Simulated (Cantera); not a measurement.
# Low-pressure radical oxidation in H2/O2

An isothermal, constant-pressure homogeneous reactor starts with H₂ : O₂ = 0.013 : 0.16 (molar parts), equivalence ratio 0.041, at 1450 K and 1.35 Torr.

Detailed kinetics in Cantera: GRI-Mech 3.0 (53 species, 325 reactions). Radical loss at walls, strong at low pressure, is not modelled. The temperature is held fixed by assumption; the heat of reaction is taken as removed at once.

```json
[
 {"t (s)": "4.00e-5", "x H₂": "0.0751", "x O₂": "0.925", "x OH": "2.26e-9", "x O": "2.29e-9", "x HO₂": "1.71e-8"},
 {"t (s)": "0.000163", "x H₂": "0.0751", "x O₂": "0.925", "x OH": "2.77e-8", "x O": "2.91e-8", "x HO₂": "6.96e-8"},
 {"t (s)": "0.000663", "x H₂": "0.0751", "x O₂": "0.925", "x OH": "3.25e-7", "x O": "3.70e-7", "x HO₂": "2.83e-7"},
 {"t (s)": "0.00270", "x H₂": "0.0750", "x O₂": "0.925", "x OH": "5.78e-5", "x O": "6.76e-5", "x HO₂": "1.11e-6"},
 {"t (s)": "0.0110", "x H₂": "0.00184", "x O₂": "0.863", "x OH": "0.00948", "x O": "0.0516", "x HO₂": "3.21e-7"},
 {"t (s)": "0.0447", "x H₂": "0.00178", "x O₂": "0.863", "x OH": "0.00937", "x O": "0.0513", "x HO₂": "3.19e-7"},
 {"t (s)": "0.182", "x H₂": "0.00172", "x O₂": "0.866", "x OH": "0.00922", "x O": "0.0493", "x HO₂": "3.17e-7"},
 {"t (s)": "0.741", "x H₂": "0.00150", "x O₂": "0.874", "x OH": "0.00865", "x O": "0.0421", "x HO₂": "3.08e-7"},
 {"t (s)": "3.02", "x H₂": "0.000876", "x O₂": "0.895", "x OH": "0.00670", "x O": "0.0234", "x HO₂": "2.60e-7"},
 {"t (s)": "12.3", "x H₂": "0.000191", "x O₂": "0.916", "x OH": "0.00316", "x O": "0.00487", "x HO₂": "1.26e-7"},
 {"t (s)": "50.0", "x H₂": "1.88e-5", "x O₂": "0.921", "x OH": "0.000995", "x O": "0.000473", "x HO₂": "4.45e-8"}
]
```
x: mole fraction; the columns are a selection and need not sum to one.

Equilibrium at this temperature and pressure: H₂ 1.82e-6, O₂ 0.922, OH 0.000310, O 4.57e-5, HO₂ 7.40e-8 (gas phase only).
